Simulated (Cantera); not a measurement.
Feed: 1 mol Al(CH3)3, 94 mol N2, at 1725 °C.

Method: chemical equilibrium by Gibbs-energy minimisation in Cantera with the NASA 1993 tables (ideal gas, pure condensed phases). Candidate condensed phases: Al, AlN, C, C6H6, C7H8, C8H18; 97 gas species. The feed counts by its element totals alone. The numbers say what is thermodynamically allowed, not how fast it happens.

### Question
What share of the Al ends up in condensed phases as a function of P (Pa), at 10, 37, 140, 520, 1900, 7200, 27000, 100000?

### Answer
| P (Pa) | Al condensed (%) | as |
|---|---|---|
| 10 | 0.0 | - |
| 37 | 0.0 | - |
| 140 | 0.0 | - |
| 520 | 0.0 | - |
| 1900 | 22.3 | AlN(s) |
| 7200 | 89.5 | AlN(s) |
| 27000 | 98.5 | AlN(s) |
| 100000 | 99.8 | AlN(s) |
